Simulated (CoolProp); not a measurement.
Properties of CH2F2 (R32) along the isobar 6870 kPa (Tc = 78.1 °C, pc = 5783 kPa, ω = 0.277).

The numbers come from the reference Helmholtz-energy equation of state, Tillner-Roth 1997 in CoolProp.

| T (°C) | phase | density (kg/m³) | cv (kJ/(kg K)) | isothermal compressibility (1/MPa) | expansivity (1/kK) |
|---|---|---|---|---|---|
| 72.05 | liquid | 740.7 | 1.040 | 0.03749 | 12.29 |
| 79.95 | supercritical | 647.3 | 1.104 | 0.1048 | ? |
| 87.95 | supercritical | 372.9 | ? | 0.9251 | ? |
| 95.85 | supercritical | 247.9 | 1.132 | 0.4183 | ? |
| 103.75 | supercritical | 208.7 | 1.072 | 0.3121 | 17.12 |
| 111.65 | supercritical | 186.0 | 1.038 | 0.2665 | 12.54 |
| 119.65 | supercritical | ? | ? | 0.2401 | 10.00 |
| 127.55 | supercritical | 158.2 | ? | 0.2231 | 8.411 |
| 135.45 | supercritical | 148.7 | 0.9959 | 0.2109 | 7.299 |

**Question.** Some entries are withheld; supply them.

**Answer.** 
- 79.95, expansivity (1/kK): 25.06
- 87.95, cv (kJ/(kg K)): 1.274
- 87.95, expansivity (1/kK): 101.7
- 95.85, expansivity (1/kK): 28.64
- 119.65, density (kg/m³): 170.1
- 119.65, cv (kJ/(kg K)): 1.017
- 127.55, cv (kJ/(kg K)): 1.004
